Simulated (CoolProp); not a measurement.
Vapour-liquid equilibrium of R125 (1) + dimethyl ether (2) at 228 K; x and y are mole fractions of (1).

Computed with CoolProp (multi-fluid Helmholtz-energy mixture model, Lemmon 2005 and Wu 2011; pair parameters Bell 2016).

```tsv
x	bubble pressure (MPa)	y at the bubble point	dew pressure at overall composition x (MPa)	liquid density (mol/L)
0.05	0.03918	?	0.03878	16.34
0.2	0.04355	0.310	0.04126	15.72
0.35	0.05025	?	0.04450	?
0.5	?	0.729	0.04894	14.53
0.65	0.07467	?	0.05548	13.94
0.8	0.09247	0.951	0.06644	13.35
0.95	?	0.993	0.09200	12.73
```

### Question
Complete the blanks.

### Answer

- 0.05, y at the bubble point: 0.077
- 0.35, y at the bubble point: 0.536
- 0.35, liquid density (mol/L): 15.12
- 0.5, bubble pressure (MPa): 0.06040
- 0.65, y at the bubble point: 0.868
- 0.95, bubble pressure (MPa): 0.1111

No azeotrope shows between x = 0.05 and 0.95.

The pair parameters rest on a limited set of measurements; away from them the model extrapolates.
